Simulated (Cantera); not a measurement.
An adiabatic, constant-volume homogeneous reactor starts with CO : H2 : O2 : N2 = 1 : 0.15 : 0.479 : 1.8 (molar parts), equivalence ratio 1.2, at 1550 K and 43000 Pa. Integrator tolerance rtol = 1e-08.

Model: GRI-Mech 3.0 (53 species, 325 reactions), integrated in Cantera.

### Question
What does this change do: pressure from 43000 Pa to 1000000 Pa?

### Answer
```json
[
 {"quantity": "time of steepest temperature rise", "before": "52.1 µs", "after": "2.48 µs"},
 {"quantity": "temperature at 0.400 s", "before": "2847 K", "after": "3156 K"},
 {"quantity": "equilibrium temperature", "before": "2847 K", "after": "3156 K"},
 {"quantity": "x(CO) at 0.400 s", "before": "0.165 (gas-phase equilibrium 0.165)", "after": "0.143 (gas-phase equilibrium 0.143)"},
 {"quantity": "x(H2) at 0.400 s", "before": "0.00484 (gas-phase equilibrium 0.00484)", "after": "0.00377 (gas-phase equilibrium 0.00377)"},
 {"quantity": "x(O2) at 0.400 s", "before": "0.0384 (gas-phase equilibrium 0.0384)", "after": "0.0277 (gas-phase equilibrium 0.0277)"},
 {"quantity": "x(NO) at 0.400 s", "before": "0.0142 (gas-phase equilibrium 0.0142)", "after": "0.0177 (gas-phase equilibrium 0.0177)"},
 {"quantity": "x(H) at 0.400 s", "before": "0.00788 (gas-phase equilibrium 0.00788)", "after": "0.00359 (gas-phase equilibrium 0.00359)"}
]
```
The hydrogen kinetics of GRI-Mech 3.0 are dated; newer H2 mechanisms differ, most at raised pressure. Above 3000 K some thermodynamic fits are extrapolated.
